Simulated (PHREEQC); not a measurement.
A solution holds 0.075 mol HF, 0.1 mol KF and 0.21 mol H3PO4 per kg of water, at 4.9 °C. Closed to the air; pH follows from the charge balance.

Equilibrium calculation in PHREEQC: ion-association model, phreeqc.dat.

```tsv
quantity	before	after
pH	1.87	1.55
ionic strength (mol/kgw)	0.117	0.134
HF (mol/kgw)	0.148	0.160
F- (mol/kgw)	0.0139	0.00743
HF2- (mol/kgw)	0.00641	0.00369
```

What was changed between the two runs?
(A) HF replaced by NH4F at the same molality
(B) temperature from 4.9 to 85 °C
(C) diluted 2-fold with water
(D) H3PO4 from 0.21 to 0.42 mol/kgw
(E) H3PO4 left out

D, H3PO4 from 0.21 to 0.42 mol/kgw

Precipitation was switched off in this run. Away from 25 °C the constants follow the database's enthalpies or fits; those with neither stay at their 25 °C values.
